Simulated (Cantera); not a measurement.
Charge: 1 mol Al, 0.32 mol Cl₂, 3.9 mol N₂, held at 1.00 Torr.

Equilibrium computed with Cantera from the NASA thermochemical tables; the gas is ideal and each condensed phase is pure. Candidate condensed phases: Al, AlCl₃, AlN; 11 gas species. The tables' values for AlCl₂ are old estimates; treat these amounts as uncertain. Equilibrium is a limit: real reactors are often held back by kinetics, nucleation or transport.

x: gas mole fraction; n: condensed amount in mol.

```tsv
T (K)	x N₂	x AlCl₃	x AlCl	x AlCl₂	x Cl	x Al₂Cl₆	x Al	n AlN(s)
898	0.943	0.0573	5.60e-10	2.94e-7	5.44e-10	2.13e-6	<1e-12	0.787
998	0.943	0.0573	?	5.03e-6	?	?	<1e-12	0.787
1098	0.943	0.0573	2.84e-6	5.08e-5	1.00e-7	1.28e-7	<1e-12	0.787
1198	0.943	0.0571	6.84e-5	0.000346	7.15e-7	4.52e-8	3.22e-12	0.786
1298	0.942	0.0558	?	0.00172	?	?	?	0.782
1398	0.935	0.0493	0.00945	0.00630	1.50e-5	6.92e-9	3.15e-8	0.755
1498	0.904	0.0260	0.0559	0.0136	4.18e-5	1.04e-9	1.25e-6	0.621
```

**Question.** What belongs in the gaps?

**Answer.** 
- 1298, x AlCl: 0.000994
- 1298, x Cl: 3.75e-6
- 1298, x Al₂Cl₆: 1.83e-8
- 1298, x Al: 4.55e-10
- 998, x AlCl: 6.16e-8
- 998, x Cl: 9.57e-9
- 998, x Al₂Cl₆: 4.48e-7
